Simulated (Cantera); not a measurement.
A freely propagating, adiabatic, planar premixed flame of 28.5 % H2, 15.0 % O2, 56.5 % N2, equivalence ratio 0.95, unburnt at 473 K and 100.0 Torr; mixture-averaged transport, grid criteria slope 0.08 and curve 0.16, no radiation.

Cantera simulation using the H2/O2 subset of GRI-Mech 3.0, which has no nitrogen chemistry; the numbers are that mechanism's predictions, not measurements. Burning velocities carry a grid error of a few per cent, more on coarse grids.

x: mole fraction of selected species; z is measured from the peak of heat release.

```
z (mm)  T (K)  u (m/s)    x H2    x O2       x O      x H    x HO2   x H2O2
------  -----  -------  ------  ------  --------  -------  -------  -------
-18.1     473     3.83   0.285   0.150     <1e-8    <1e-8    <1e-8    <1e-8
-12.0     473     3.83   0.285   0.150     <1e-8    <1e-8    <1e-8    <1e-8
-9.04     473     3.83   0.285   0.150     <1e-8    <1e-8    <1e-8    <1e-8
-6.02     473     3.83   0.285   0.150     <1e-8    <1e-8  2.80e-8    <1e-8
-3.01     477     3.86   0.284   0.150       ___      ___      ___      ___
-1.51     626     4.99   0.261   0.147  0.000118  0.00554  5.15e-5  5.22e-6
0        1059     8.16   0.137   0.105   0.00613   0.0529  1.74e-5  6.83e-7
1.51     1351     10.3  0.0470  0.0460    0.0142   0.0773  6.66e-6  9.07e-7
3.01     1476     11.1  0.0412  0.0382    0.0148   0.0694  4.75e-6  7.05e-7
6.02     1616     12.1  0.0421  0.0348    0.0140   0.0564  3.61e-6  4.21e-7
12.0     1769     13.1  0.0416  0.0312    0.0122   0.0429  2.68e-6  2.18e-7
24.1     1925     14.1  0.0391  0.0274   0.00976   0.0303  1.95e-6  1.15e-7
48.2     2075     15.0     ___     ___       ___      ___      ___      ___
```

### Question
Fill in the missing entries.

### Answer

- -3.01, x O: 2.14e-6
- -3.01, x H: 5.26e-5
- -3.01, x HO2: 6.12e-5
- -3.01, x H2O2: 1.09e-6
- 48.2, x H2: 0.0344
- 48.2, x O2: 0.0236
- 48.2, x O: 0.00714
- 48.2, x H: 0.0197
- 48.2, x HO2: 1.45e-6
- 48.2, x H2O2: 6.91e-8
